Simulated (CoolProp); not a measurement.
Vapour-liquid equilibrium of ethane (1) + propane (2) at 645 kPa; x and y are mole fractions of (1).

Computed with CoolProp (multi-fluid Helmholtz-energy mixture model, Bücker 2006 and Lemmon 2009; pair parameters Kunz 2012).

Question: Give the bubble temperature and the first vapour's composition at x = 0.15, 0.35, 0.55. Is there an azeotrope?

Answer: x = 0.15: 269.5 K, y = 0.406; x = 0.35: 255.3 K, y = 0.700; x = 0.55: 244.4 K, y = 0.855. No azeotrope shows between x = 0.05 and 0.95.

The pair parameters rest on a limited set of measurements; away from them the model extrapolates.
